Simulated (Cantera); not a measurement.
An adiabatic, constant-volume homogeneous reactor starts with CH4 : O2 : N2 = 1 : 1.11 : 3 (molar parts), equivalence ratio 1.8, at 1723 K and 1.48 atm.

Model: GRI-Mech 3.0 (53 species, 325 reactions), integrated in Cantera. Above 3000 K some thermodynamic fits are extrapolated.

Question: Predict: time of steepest temperature rise; temperature at 0.100 s; equilibrium temperature; x(O2) at 0.100 s; x(H2O2) at 0.100 s; x(H) at 0.100 s; x(CO) at 0.100 s; x(HCN) at 0.100 s; x(OH) at 0.100 s.

Answer: 
```
Quantity                                                             Value
---------------------------------  ---------------------------------------
time of steepest temperature rise                                 0.112 ms
temperature at 0.100 s                                              3058 K
equilibrium temperature                                             3058 K
x(O2) at 0.100 s                   0.00109 (gas-phase equilibrium 0.00109)
x(H2O2) at 0.100 s                 1.72e-7 (gas-phase equilibrium 1.72e-7)
x(H) at 0.100 s                      0.0396 (gas-phase equilibrium 0.0396)
x(CO) at 0.100 s                       0.141 (gas-phase equilibrium 0.141)
x(HCN) at 0.100 s                  2.25e-7 (gas-phase equilibrium 2.25e-7)
x(OH) at 0.100 s                     0.0149 (gas-phase equilibrium 0.0149)
```
